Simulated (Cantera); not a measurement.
Low-pressure radical oxidation in H2/O2

A perfectly stirred reactor is fed with H2 : O2 : N2 = 0.033 : 1 : 2.5 (molar parts), equivalence ratio 0.017, at 1330 Pa; it is held at 1100 K, and followed from long to short residence time.

Detailed kinetics in Cantera: GRI-Mech 3.0 (53 species, 325 reactions). Radical loss at walls, strong at low pressure, is not modelled.

| τ (s) | x H2 | x O2 | x H | x NO | x NO2 |
|---|---|---|---|---|---|
| 2.8 | 5.48e-5 | 0.279 | 5.45e-5 | 2.24e-8 | 4.25e-12 |
| 1.0 | 9.88e-5 | 0.279 | 0.000139 | 3.00e-8 | 3.72e-12 |
| 0.38 | 0.000173 | 0.278 | 0.000308 | 3.83e-8 | 3.23e-12 |
| 0.14 | 0.000318 | 0.278 | 0.000620 | 4.06e-8 | 2.41e-12 |
| 0.050 | 0.000622 | 0.277 | 0.00106 | 3.10e-8 | 1.36e-12 |
| 0.018 | 0.00128 | 0.277 | 0.00145 | 1.57e-8 | <1e-12 |
| 0.0067 | 0.00265 | 0.278 | 0.00151 | 5.09e-9 | <1e-12 |
x: mole fraction; the columns are a selection and need not sum to one.
